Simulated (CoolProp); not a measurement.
Model: reference Helmholtz-energy equation of state, Lemmon 2003, in CoolProp. It is a pseudo-pure fit of the blend.

Question: For R407C, give the phase and the viscosity (µPa s), conductivity (mW/(m K)) at 88.65 °C and 101 kPa; 123.25 °C and 101 kPa; 175.05 °C and 101 kPa.

Answer: 
- 88.65 °C and 101 kPa: gas; viscosity 15.0, conductivity 18.1
- 123.25 °C and 101 kPa: gas; viscosity 16.4, conductivity 20.7
- 175.05 °C and 101 kPa: gas; viscosity 18.6, conductivity 24.7

Viscosity comes from a separate model (Geller 2000). Thermal conductivity comes from a separate model (Geller 2001).
